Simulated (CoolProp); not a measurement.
CH2F2 (R32) along the isotherm 263.9 K: density (kg/m³) from the reference equation and from simpler models built on Tc = 351.3 K, pc = 57.83 bar, ω = 0.277; each cubic takes its own stable root.

The numbers come from the reference Helmholtz-energy equation of state, Tillner-Roth 1997 in CoolProp.

```json
[
 {"p (bar)": "6.67", "phase": "liquid", "reference": "1087", "van der Waals": "17.04", "Soave-Redlich-Kwong": "843.1"},
 {"p (bar)": "13.3", "phase": "liquid", "reference": "1089", "van der Waals": "37.37", "Soave-Redlich-Kwong": "845.5"},
 {"p (bar)": "20", "phase": "liquid", "reference": "1091", "van der Waals": "562.5", "Soave-Redlich-Kwong": "847.9"},
 {"p (bar)": "26.7", "phase": "liquid", "reference": "1093", "van der Waals": "566.6", "Soave-Redlich-Kwong": "850.3"},
 {"p (bar)": "33.4", "phase": "liquid", "reference": "1095", "van der Waals": "570.3", "Soave-Redlich-Kwong": "852.5"},
 {"p (bar)": "40", "phase": "liquid", "reference": "1097", "van der Waals": "573.9", "Soave-Redlich-Kwong": "854.7"},
 {"p (bar)": "46.7", "phase": "liquid", "reference": "1099", "van der Waals": "577.2", "Soave-Redlich-Kwong": "856.9"},
 {"p (bar)": "53.4", "phase": "liquid", "reference": "1101", "van der Waals": "580.4", "Soave-Redlich-Kwong": "859.1"},
 {"p (bar)": "60.1", "phase": "liquid", "reference": "1103", "van der Waals": "583.4", "Soave-Redlich-Kwong": "861.1"},
 {"p (bar)": "66.7", "phase": "liquid", "reference": "1105", "van der Waals": "586.3", "Soave-Redlich-Kwong": "863.2"},
 {"p (bar)": "73.4", "phase": "liquid", "reference": "1107", "van der Waals": "589.1", "Soave-Redlich-Kwong": "865.2"},
 {"p (bar)": "80.1", "phase": "liquid", "reference": "1108", "van der Waals": "591.7", "Soave-Redlich-Kwong": "867.1"},
 {"p (bar)": "86.7", "phase": "liquid", "reference": "1110", "van der Waals": "594.2", "Soave-Redlich-Kwong": "869.0"}
]
```

At some of these states van der Waals gives the other phase, because its saturation line lies elsewhere.
